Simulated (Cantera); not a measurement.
A perfectly stirred reactor is fed with NO : N2 = 1 : 8.8 (molar parts), at 0.217 atm; it is held at 1750 K, and followed from long to short residence time.

Computed with Cantera and GRI-Mech 3.0 (53 species, 325 reactions).

x: mole fraction; the columns are a selection and need not sum to one.

| τ (s) | x NO | x O | x N2O | x N2 | x O2 |
|---|---|---|---|---|---|
| 11 | 0.0938 | 1.17e-5 | 3.45e-6 | 0.902 | 0.00408 |
| 5.1 | 0.0981 | 9.02e-6 | 3.78e-6 | 0.900 | 0.00193 |
| 2.4 | 0.100 | 7.40e-6 | 3.94e-6 | 0.899 | 0.000907 |
| 1.2 | 0.101 | 6.52e-6 | 4.00e-6 | 0.898 | 0.000448 |
| 0.56 | 0.102 | 5.95e-6 | 3.99e-6 | 0.898 | 0.000203 |
| 0.27 | 0.102 | 5.56e-6 | 3.92e-6 | 0.898 | ? |
| 0.13 | 0.102 | 5.16e-6 | 3.76e-6 | 0.898 | 4.03e-5 |
| 0.061 | 0.102 | 4.54e-6 | 3.43e-6 | 0.898 | 1.50e-5 |
| 0.029 | 0.102 | 3.56e-6 | 2.90e-6 | 0.898 | 4.53e-6 |
| 0.014 | 0.102 | ? | ? | 0.898 | ? |
| 0.0067 | 0.102 | 1.26e-6 | 1.45e-6 | 0.898 | 1.58e-7 |

Task: Fill in the missing entries.

Result: 
- 0.27, x O2: 9.31e-5
- 0.014, x O: 2.33e-6
- 0.014, x N2O: 2.20e-6
- 0.014, x O2: 9.85e-7
